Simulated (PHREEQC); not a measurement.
Make-up at 25 °C: 1.3 mmol/kgw NaH2PO4 and 0.93 mmol/kgw H3AsO4. Closed to the air; pH follows from the charge balance.

Model: ion-association model, wateq4f.dat, run in PHREEQC.

```csv
quantity,before,after
pH,3.17,3.01
ionic strength (mol/kgw),0.00201,0.00232
H2PO4- (mol/kgw),0.00119,0.00114
H2AsO4- (mol/kgw),0.000824,0.00117
H3PO4 (mol/kgw),0.000113,0.000155
H3AsO4 (mol/kgw),0.000106,0.000216
```

Question: Name the change that produced these shifts.
(A) temperature from 25 to 30 °C
(B) NaH2PO4 from 0.0013 to 0.0026 mol/kgw
(C) H3AsO4 from 0.00093 to 0.00139 mol/kgw
(D) temperature from 25 to 80 °C
(E) H3AsO4 from 0.00093 to 0.000837 mol/kgw

Answer: C, H3AsO4 from 0.00093 to 0.00139 mol/kgw

This is a speciation only: nothing precipitates in the calculation. H3PO4, which wateq4f.dat lacks, is added to it with the constant of phreeqc.dat.
